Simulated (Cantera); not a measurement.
An adiabatic, constant-volume homogeneous reactor starts with C₃H₈ : O₂ : N₂ : CO₂ = 1 : 9.26 : 34.8 : 5.8 (molar parts), equivalence ratio 0.54, at 1725 K and 350000 Pa. Integrator tolerance rtol = 1e-08.

Detailed kinetics in Cantera: GRI-Mech 3.0 (53 species, 325 reactions). GRI-Mech 3.0 was tuned for natural gas; its chemistry of propane as a main component is partial and can be far from experiment.

Problem. What does this change do: O2 9.26 to 5.6 parts?

Solution. 
```json
[
 {"quantity": "time of steepest temperature rise", "before": "6.68 µs", "after": "9.06 µs"},
 {"quantity": "temperature at 6.00 s", "before": "2647 K", "after": "2646 K"},
 {"quantity": "equilibrium temperature", "before": "2647 K", "after": "2646 K"},
 {"quantity": "x(C₃H₈) at 6.00 s", "before": "<1e-12 (gas-phase equilibrium <1e-12)", "after": "<1e-12 (gas-phase equilibrium <1e-12)"},
 {"quantity": "x(O₂) at 6.00 s", "before": "0.0783 (gas-phase equilibrium 0.0783)", "after": "0.0224 (gas-phase equilibrium 0.0224)"},
 {"quantity": "x(CO₂) at 6.00 s", "before": "0.150 (gas-phase equilibrium 0.150)", "after": "0.147 (gas-phase equilibrium 0.147)"},
 {"quantity": "x(CH₂CO) at 6.00 s", "before": "<1e-12 (gas-phase equilibrium <1e-12)", "after": "<1e-12 (gas-phase equilibrium <1e-12)"},
 {"quantity": "x(H) at 6.00 s", "before": "0.000699 (gas-phase equilibrium 0.000699)", "after": "0.000975 (gas-phase equilibrium 0.000975)"}
]
```
